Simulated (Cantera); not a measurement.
An adiabatic, constant-pressure homogeneous reactor starts with H2 : O2 : N2 = 1 : 0.333 : 1.3 (molar parts), at 1425 K and 1.50 bar. Integrator tolerance rtol = 1e-08.

Detailed kinetics in Cantera: the H2/O2 subset of GRI-Mech 3.0, which has no nitrogen chemistry.

Problem. What does this change do: pressure from 1.50 bar to 10.0 bar?

Solution. 
```tsv
quantity	before	after
time of steepest temperature rise	12.0 µs	2.18 µs
temperature at 0.200 s	2857 K	2992 K
equilibrium temperature	2857 K	2992 K
x(H2) at 0.200 s	0.140 (gas-phase equilibrium 0.140)	0.142 (gas-phase equilibrium 0.142)
x(O2) at 0.200 s	0.00170 (gas-phase equilibrium 0.00170)	0.000703 (gas-phase equilibrium 0.000703)
x(H2O2) at 0.200 s	1.81e-7 (gas-phase equilibrium 1.81e-7)	3.88e-7 (gas-phase equilibrium 3.88e-7)
x(H2O) at 0.200 s	0.259 (gas-phase equilibrium 0.259)	0.271 (gas-phase equilibrium 0.271)
x(HO2) at 0.200 s	1.55e-6 (gas-phase equilibrium 1.55e-6)	1.70e-6 (gas-phase equilibrium 1.70e-6)
x(H) at 0.200 s	0.0307 (gas-phase equilibrium 0.0307)	0.0185 (gas-phase equilibrium 0.0185)
```
The hydrogen kinetics of GRI-Mech 3.0 are dated; newer H2 mechanisms differ, most at raised pressure.

Problem. What does this change do: pressure from 1.50 bar to 0.290 bar?

Solution. 
```tsv
quantity	before	after
time of steepest temperature rise	12.0 µs	60.6 µs
temperature at 0.200 s	2857 K	2723 K
equilibrium temperature	2857 K	2723 K
x(H2) at 0.200 s	0.140 (gas-phase equilibrium 0.140)	0.138 (gas-phase equilibrium 0.138)
x(O2) at 0.200 s	0.00170 (gas-phase equilibrium 0.00170)	0.00291 (gas-phase equilibrium 0.00291)
x(H2O2) at 0.200 s	1.81e-7 (gas-phase equilibrium 1.81e-7)	7.91e-8 (gas-phase equilibrium 7.91e-8)
x(H2O) at 0.200 s	0.259 (gas-phase equilibrium 0.259)	0.248 (gas-phase equilibrium 0.248)
x(HO2) at 0.200 s	1.55e-6 (gas-phase equilibrium 1.55e-6)	1.14e-6 (gas-phase equilibrium 1.14e-6)
x(H) at 0.200 s	0.0307 (gas-phase equilibrium 0.0307)	0.0431 (gas-phase equilibrium 0.0431)
```
